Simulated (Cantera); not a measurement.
A freely propagating, adiabatic, planar premixed flame of H2 : O2 : N2 = 1 : 0.455 : 1.71 (molar parts), unburnt at 400 K and 9.87 atm; mixture-averaged transport, grid criteria slope 0.08 and curve 0.16, no radiation.

Computed with Cantera and the H2/O2 subset of GRI-Mech 3.0, which has no nitrogen chemistry. The hydrogen kinetics of GRI-Mech 3.0 are dated; newer H2 mechanisms differ, most at raised pressure. Burning velocities carry a grid error of a few per cent, more on coarse grids.

Problem. Predict: laminar burning velocity; thermal thickness; peak x(HO2); peak x(OH); peak x(O).

Solution. 
```json
{
 "laminar_burning_velocity": "306 cm/s",
 "thermal_thickness": "0.0234 mm",
 "peak x(HO2)": "0.00159",
 "peak x(OH)": "0.0134",
 "peak x(O)": "0.00425"
}
```
